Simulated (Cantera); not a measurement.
## Transport properties of process gases

Gas mixture: CO₂ : C₂H₄ = 0.21 : 0.77 (molar parts), at 5.00 bar, frozen composition.

Cantera's kinetic-theory transport with the Lennard-Jones parameters of GRI-Mech 3.0, ideal gas; thermal conductivity in the mixture-averaged form. The composition is frozen, though it would react at the higher temperatures.

| T (K) | ρ (kg/m³) | cp (J/kg/K) | μ (µPa s) | λ (mW/m/K) | Pr | D (cm²/s) OH | D (cm²/s) C₂H₂ | D (cm²/s) NH₃ |
|---|---|---|---|---|---|---|---|---|
| 400 | 4.73 | 1595 | 14.8 | 31.6 | 0.747 | 0.0837 | 0.0435 | 0.0565 |
| 600 | 3.15 | 2093 | 21.1 | 58.4 | 0.757 | 0.170 | 0.0917 | 0.124 |
| 800 | 2.37 | 2445 | 26.6 | 85.5 | 0.759 | 0.279 | 0.153 | 0.211 |
| 1000 | 1.89 | 2719 | 31.4 | 112 | 0.764 | 0.407 | 0.225 | 0.316 |
| 1200 | 1.58 | 2922 | 35.8 | 136 | 0.767 | 0.553 | 0.308 | 0.436 |
| 1400 | 1.35 | 3080 | 39.8 | 160 | 0.768 | 0.715 | 0.400 | 0.571 |
| 1600 | 1.18 | 3202 | 43.6 | 182 | 0.769 | 0.894 | 0.501 | 0.719 |
D: mixture-averaged diffusion coefficient of that species in the mixture.
